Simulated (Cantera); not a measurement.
Charge: 1 mol B₂O₃, 68 mol HCl, 5.9 mol O₂, at 1198.15 K and 24.0 Pa.

Cantera equilibrium calculation (NASA polynomials, part measured and part estimated; ideal gas, pure solids and liquids). Candidate condensed phases: B, B₂O₃, B₃O₃H₃, H₂O; 33 gas species. The tables' values for BOCl are old estimates; treat these amounts as uncertain. The numbers say what is thermodynamically allowed, not how fast it happens.

Base state: HCl 0.857, O₂ 0.0649, Cl 0.0331, H₂O 0.0247, Cl₂ 0.0122, HBO₂ 0.00821, B₂O₃ 3.61e-5, BOCl 2.91e-5 (mole fractions); condensed: B₂O₃(l).

Q: What changes in the equilibrium state with this change: pressure from 24.0 Pa to 1.10 Pa?

A: 
```csv
species,before,after
HCl,0.857,0.820
Cl,0.0331,0.0682
O₂,0.0649,0.0593
HBO₂,0.00821,0.0254
Cl₂,0.0122,0.00238
H₂O,0.0247,0.0238
B₂O₃,3.61e-5,0.000359
BO₂,3.70e-6,2.46e-5
"B₂O₃(l), mol",0.691,0
```
